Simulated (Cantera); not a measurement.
A Cantera script and what it prints.

```python
import numpy as np
import cantera as ct

gas_names = """
    Cu CuO Cu2 H HO2 H2 H2O H2O2 O OH O2 O3
""".split()
cond_names = """
    Cu(cr) Cu(L) CuO(s) CuO2H2(s) Cu2O(s) Cu2O(L) H2O(s) H2O(L)
""".split()


# ... load() reads the species with a 1 bar reference pressure and builds the phases ...
atoms = {
    'Cu': {'Cu': 1},
    'H2O': {'H': 2, 'O': 1},
    'H2': {'H': 2},
}
top_T = {'CuO(s)': 1390}  # K; cautious upper limits of use, not melting points


# ... equilibrate(T, P, feed) seeds the gas with the atoms and calls Mixture.equilibrate('TP', solver="vcs", rtol=1e-11, max_steps=5000) ...
results = []
feed = {'Cu': 1, 'H2O': 4.2, 'H2': 10}  # mol
T = 1550  # K
P = 2500  # Pa
mix = equilibrate(T, P, feed)
results.append((T, P, feed, dict(zip(mix.species_names, mix.species_moles))))
print(gas.report(threshold=0.001))
for i in range(1, mix.n_phases):
    print(f"{mix.phase(i).name:16s} {mix.phase_moles(i):12.5e} mol")
```

It prints:

```
       temperature   1550 K
          pressure   2500 Pa
           density   0.0013171 kg/m^3
  mean mol. weight   6.7897 kg/kmol
   phase of matter   gas

                          1 kg             1 kmol
                     ---------------   ---------------
          enthalpy       -4.3434e+06       -2.9491e+07  J
   internal energy       -6.2415e+06       -4.2378e+07  J
           entropy             34922        2.3711e+05  J/K
    Gibbs function       -5.8473e+07       -3.9701e+08  J
 heat capacity c_p            5458.6             37062  J/K
 heat capacity c_v              4234             28748  J/K

                      mass frac. Y      mole frac. X     chem. pot. / RT
                     ---------------   ---------------   ---------------
                H2            0.2089           0.70356           -22.739
               H2O           0.78411           0.29553           -50.083
     [  +10 minor]         0.0069872        0.00091233

Cu(L)             9.89437e-01 mol
Cu2O(L)           0.00000e+00 mol
```

Method: chemical equilibrium by Gibbs-energy minimisation in Cantera with the NASA 1993 tables (ideal gas, pure condensed phases).
